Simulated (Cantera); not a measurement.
Cantera run:

```python
import numpy as np
import cantera as ct

gas_names = """
    AL ALH ALO ALOH ALO2 ALO2H AL2 AL2O AL2O2 H HALO HO2 H2 H2O H2O2 O OH O2 O3
""".split()
cond_names = """
    AL(cr) AL(L) AL2O3(a) AL2O3(L) H2O(s) H2O(L)
""".split()


# ... load() reads the species with a 1 bar reference pressure and builds the phases ...
atoms = {
    'Al2O3': {'AL': 2, 'O': 3},
    'H2': {'H': 2},
}
top_T = {}  # K; cautious upper limits of use, not melting points


# ... equilibrate(T, P, feed) seeds the gas with the atoms and calls Mixture.equilibrate('TP', solver="vcs", rtol=1e-11, max_steps=5000) ...
results = []
feed = {'Al2O3': 1, 'H2': 11}  # mol
T = 1450  # K
P = 810  # Pa
mix = equilibrate(T, P, feed)
results.append((T, P, feed, dict(zip(mix.species_names, mix.species_moles))))
print(gas.report(threshold=1e-06))
for i in range(1, mix.n_phases):
    print(f"{mix.phase(i).name:16s} {mix.phase_moles(i):12.5e} mol")
```

Result:

```
       temperature   1450 K
          pressure   810 Pa
           density   0.00013544 kg/m^3
  mean mol. weight   2.0159 kg/kmol
   phase of matter   gas

                          1 kg             1 kmol
                     ---------------   ---------------
          enthalpy        1.7234e+07        3.4742e+07  J
   internal energy        1.1254e+07        2.2686e+07  J
           entropy        1.0806e+05        2.1785e+05  J/K
    Gibbs function       -1.3946e+08       -2.8114e+08  J
 heat capacity c_p             15951             32156  J/K
 heat capacity c_v             11826             23841  J/K

                      mass frac. Y      mole frac. X     chem. pot. / RT
                     ---------------   ---------------   ---------------
                 H        5.2541e-05        0.00010508            -11.66
                H2           0.99994           0.99989           -23.321
     [  +17 minor]         9.685e-06        8.6949e-07

AL(L)             0.00000e+00 mol
AL2O3(a)          9.99998e-01 mol
```

Equilibrium computed with Cantera from the NASA thermochemical tables; the gas is ideal and each condensed phase is pure.
